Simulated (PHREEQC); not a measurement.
**Acid rinse or clean**

Make-up at 25 °C and 300 atm: 45 mmol/kgw HCl and 19 mmol/kgw NaCl. Closed to the air; pH follows from the charge balance.

Computed with PHREEQC (ion-association model, phreeqc.dat).

```yaml
pH: 1.42
ionic_strength: 0.0640 mol/kgw
specific_conductance: 18600 µS/cm
density: 1.012 g/cm³
total_alkalinity: -45.0 meq/kg
```

```
species  molality  activity   log γ
-------  --------  --------  ------
Cl-        0.0640    0.0512  -0.097
H+         0.0450    0.0381  -0.073
Na+        0.0190    0.0155  -0.090
```

No solid was allowed to form. Species that the database lacks are ignored. Under pressure, the constants of complexes without a molar volume in the database are unreliable.
